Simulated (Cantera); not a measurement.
Charge: 1 mol SiH4, 0.63 mol Cl2, 60 mol N2, equilibrated at 1.33 mbar.

Equilibrium computed with Cantera from the NASA thermochemical tables; the gas is ideal and each condensed phase is pure. Candidate condensed phases: NH4Cl, Si, Si3N4; 28 gas species. N2 is the only nitrogen source here; it is nearly inert below about 1500 K, so the nitride shown seldom forms there in practice. Equilibrium is a limit: real reactors are often held back by kinetics, nucleation or transport.

Q: Which condensed phases are stable at each of these points (T (°C)): 625, 775, 925, 1075, 1225, 1375, 1525?

A: 
```json
[
 {"T (°C)": "625", "condensed phases": "Si3N4(s)", "Si condensed (%)": "99.9"},
 {"T (°C)": "775", "condensed phases": "Si3N4(s)", "Si condensed (%)": "99.9"},
 {"T (°C)": "925", "condensed phases": "Si3N4(s)", "Si condensed (%)": "99.7"},
 {"T (°C)": "1075", "condensed phases": "Si3N4(s)", "Si condensed (%)": "96.5"},
 {"T (°C)": "1225", "condensed phases": "Si3N4(s)", "Si condensed (%)": "81.9"},
 {"T (°C)": "1375", "condensed phases": "Si3N4(s)", "Si condensed (%)": "62.4"},
 {"T (°C)": "1525", "condensed phases": "Si(l)", "Si condensed (%)": "44.1"}
]
```

From 625 °C to 1375 °C the condensed part is Si3N4(s). At 1525 °C the condensed part is Si(l).
